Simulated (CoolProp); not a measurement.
The fluid at 293.15 K and 0.0569 MPa is compressed adiabatically to 0.422 MPa with isentropic efficiency 1. The same conditions are run with several fluids, on thermodynamics alone (safety and materials aside).

Values from CoolProp's reference Helmholtz-energy equation of state of each fluid (propyne: Polt 1992; R1132(E): Akasaka 2024; C2F6 (R116): Lemmon 2006; dry air: Lemmon 2000; R143a: Lemmon and Jacobsen 2000). The equations of Platzer and Polt are older, rougher fits. Blends and air are pseudo-pure fits.

```csv
fluid,work (kJ/kg),final temperature (K),final density (kg/m³)
propyne,137,380.9,5.51
R1132(E),86.4,381.7,8.70
C2F6 (R116),37.8,342.4,21.0
dry air,[?],[?],[?]
R143a,63.4,360.9,12.3
```

Q: Complete the blanks.

A: 
- dry air, work (kJ/kg): 227
- dry air, final temperature (K): 517.0
- dry air, final density (kg/m³): 2.84
